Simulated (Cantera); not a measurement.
Charge: 1 mol Si, 1.6 mol HBr, 0.35 mol H2, held at 250 °C and 20.0 Pa.

These are equilibrium values from Cantera (NASA tables, ideal gas, pure condensed phases), not measurements of a reactor. Candidate condensed phases: Br2, Si; 19 gas species. Rates play no part.

Base state: H2 0.741, SiBr4 0.257, SiHBr3 0.00196, HBr 0.000159 (mole fractions); condensed: Si(s).

Task: What changes in the equilibrium state with this change: temperature from 250 °C to 577 °C?

Result: 
```json
[
 {"species": "H2", "before": "0.741", "after": "0.705"},
 {"species": "SiBr4", "before": "0.257", "after": "0.238"},
 {"species": "HBr", "before": "0.000159", "after": "0.0506"},
 {"species": "SiBr2", "before": "3.42e-9", "after": "0.00248"},
 {"species": "SiBr3", "before": "5.61e-8", "after": "0.000784"},
 {"species": "SiH2Br2", "before": "6.80e-6", "after": "1.86e-5"},
 {"species": "SiHBr3", "before": "0.00196", "after": "0.00307"},
 {"species": "Si(s), mol", "before": "0.599", "after": "0.616"}
]
```
The tables' values for SiBr3 are old estimates; treat these amounts as uncertain.
